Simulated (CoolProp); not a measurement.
Properties of propane at several states.

The numbers come from the reference Helmholtz-energy equation of state, Lemmon 2009 in CoolProp.

```json
[
 {"T (K)": "517", "p (kPa)": "11300", "phase": "supercritical", "density (kg/m³)": "152.1", "cp (kJ/(kg K))": "?", "cv (kJ/(kg K))": "2.496", "Joule-Thomson coefficient (K/MPa)": "?", "fugacity coefficient": "0.7589"},
 {"T (K)": "273.4", "p (kPa)": "1040", "phase": "liquid", "density (kg/m³)": "529.4", "cp (kJ/(kg K))": "?", "cv (kJ/(kg K))": "1.573", "Joule-Thomson coefficient (K/MPa)": "?", "fugacity coefficient": "?"},
 {"T (K)": "484.4", "p (kPa)": "3960", "phase": "gas", "density (kg/m³)": "49.92", "cp (kJ/(kg K))": "?", "cv (kJ/(kg K))": "?", "Joule-Thomson coefficient (K/MPa)": "?", "fugacity coefficient": "0.8775"}
]
```

Task: What belongs in the gaps?

Result: 
- 517, cp (kJ/(kg K)): 3.240
- 517, Joule-Thomson coefficient (K/MPa): 2.903
- 273.4, cp (kJ/(kg K)): 2.487
- 273.4, Joule-Thomson coefficient (K/MPa): -0.2243
- 273.4, fugacity coefficient: 0.4228
- 484.4, cp (kJ/(kg K)): 2.704
- 484.4, cv (kJ/(kg K)): 2.332
- 484.4, Joule-Thomson coefficient (K/MPa): 4.568
